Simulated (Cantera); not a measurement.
An adiabatic, constant-pressure homogeneous reactor starts with 3.27 % C₃H₈, 8.61 % O₂, 86.1 % N₂, 2.06 % H₂O, at 1573 K and 22.7 atm.

Detailed kinetics in Cantera: GRI-Mech 3.0 (53 species, 325 reactions). GRI-Mech 3.0 was tuned for natural gas; its chemistry of propane as a main component is partial and can be far from experiment. The pressure lies above the range GRI-Mech 3.0 was tuned for (to about 10 atm).

Problem. Predict: time of steepest temperature rise; temperature at 0.600 s; equilibrium temperature; x(O₂) at 0.600 s; x(H₂O) at 0.600 s; x(H) at 0.600 s; x(CO) at 0.600 s.

Solution. 
```json
{
 "time_of_steepest_temperature_rise": "12.3 µs",
 "temperature at 0.600 s": "2205 K",
 "equilibrium_temperature": "2205 K",
 "x(O₂) at 0.600 s": "6.92e-8 (gas-phase equilibrium 6.92e-8)",
 "x(H₂O) at 0.600 s": "0.0703 (gas-phase equilibrium 0.0703)",
 "x(H) at 0.600 s": "0.000312 (gas-phase equilibrium 0.000312)",
 "x(CO) at 0.600 s": "0.0736 (gas-phase equilibrium 0.0736)"
}
```
